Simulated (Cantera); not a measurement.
Charge: 1 mol PbO, 0.14 mol H₂, held at 290 Pa.

Equilibrium computed with Cantera from the NASA thermochemical tables; the gas is ideal and each condensed phase is pure. Candidate condensed phases: H₂O, Pb, PbO, PbO₂, Pb₃O₄; 12 gas species. Mutual solubility and eutectic melting of coexisting phases are not modelled. Kinetics and transport are ignored. All values below are at 1073 K.

Base state: H₂O 0.974, Pb 0.0252, PbO 0.00100, H₂ 0.000184 (mole fractions); condensed: Pb(l) + PbO(yellow).

Question: What changes in the equilibrium state with this change: PbO replaced by HgO?

Answer: 
| species | before | after |
|---|---|---|
| Hg | 0 | 0.637 |
| O₂ | 4.26e-9 | 0.274 |
| H₂O | 0.974 | 0.0892 |
| Pb | 0.0252 | 0 |
| PbO | 0.00100 | 0 |
| H₂ | 0.000184 | 2.11e-9 |
| Pb(l), mol | 0.136 | 0 |
| PbO(yellow), mol | 0.860 | 0 |
Further candidate phases: Hg, HgO.
